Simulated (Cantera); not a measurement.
An adiabatic, constant-pressure homogeneous reactor starts with 5.24 % C2H4, 7.85 % O2, 86.4 % N2, 0.524 % H2O, equivalence ratio 2.0, at 1173 K and 0.230 bar.

Computed with Cantera and GRI-Mech 3.0 (53 species, 325 reactions). GRI-Mech 3.0 was tuned for natural gas; its chemistry of ethylene as a main component is partial and can be far from experiment.

**Question.** Predict: time of steepest temperature rise; temperature at 0.400 s; equilibrium temperature; x(C2H4) at 0.400 s; x(O2) at 0.400 s; x(CH3) at 0.400 s; x(HCN) at 0.400 s; x(H2O) at 0.400 s; x(H2) at 0.400 s.

**Answer.** 
```
Quantity                                                             Value
---------------------------------  ---------------------------------------
time of steepest temperature rise                                  1.59 ms
temperature at 0.400 s                                              1883 K
equilibrium temperature                                             1882 K
x(C2H4) at 0.400 s                  4.36e-8 (gas-phase equilibrium <1e-12)
x(O2) at 0.400 s                   1.71e-8 (gas-phase equilibrium 2.35e-8)
x(CH3) at 0.400 s                   7.16e-6 (gas-phase equilibrium <1e-12)
x(HCN) at 0.400 s                  5.30e-5 (gas-phase equilibrium 1.48e-8)
x(H2O) at 0.400 s                    0.0404 (gas-phase equilibrium 0.0402)
x(H2) at 0.400 s                     0.0611 (gas-phase equilibrium 0.0616)
```
